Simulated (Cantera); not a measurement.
Charge: 1 mol SiCl4, 0.15 mol HCl, 59 mol N2, at 900 °C and 1000 Pa.

These are equilibrium values from Cantera (NASA tables, ideal gas, pure condensed phases), not measurements of a reactor. Candidate condensed phases: NH4Cl, Si, Si3N4; 28 gas species. The tables' values for SiCl3 are old estimates; treat these amounts as uncertain. Rates play no part.

Base state: N2 0.981, SiCl4 0.0166, HCl 0.00249, SiCl3 2.16e-5, Cl 2.14e-5 (mole fractions); condensed: gas only.

Task: What changes in the equilibrium state with this change: temperature from 900 °C to 1277 °C?

Result: 
```json
[
 {"species": "N2", "before": "0.981", "after": "0.977"},
 {"species": "SiCl4", "before": "0.0166", "after": "0.0138"},
 {"species": "Cl", "before": "2.14e-5", "after": "0.00348"},
 {"species": "SiCl2", "before": "2.76e-7", "after": "0.000777"},
 {"species": "SiCl3", "before": "2.16e-5", "after": "0.00196"},
 {"species": "Cl2", "before": "3.65e-7", "after": "1.85e-5"},
 {"species": "HCl", "before": "0.00249", "after": "0.00248"}
]
```
